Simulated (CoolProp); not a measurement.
A Linde-Hampson liquefier for normal hydrogen: isothermal reversible compression at 300 K from 1 atm to 40 MPa, throttling to 1 atm, return gas leaving the recuperator 0 K below the feed. Each further row changes one setting.

The numbers come from the reference Helmholtz-energy equation of state, Leachman 2009 in CoolProp.

| case | compression work (kJ/kg of gas) |
|---|---|
| as stated | 7700 |
| high pressure 80 MPa | 8870 |
| warm-end temperature 330 K | 8440 |
| warm-end gap 5 K | 7700 |
